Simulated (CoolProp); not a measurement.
Vapour-liquid equilibrium of ethanol (1) + hexamethyldisiloxane (MM) (2) at 13.8 bar; x and y are mole fractions of (1).

Values from CoolProp's multi-fluid Helmholtz-energy mixture model, Schroeder 2014 and Thol 2016; pair parameters Bell 2016.

Give the bubble temperature and the first vapour's composition at x = 0.05, 0.5, 0.65. Is there an azeotrope?

x = 0.05: 487.2 K, y = 0.129; x = 0.5: 447.3 K, y = 0.675; x = 0.65: 442.9 K, y = 0.763. No azeotrope shows between x = 0.05 and 0.95.

The pair parameters rest on a limited set of measurements; away from them the model extrapolates.
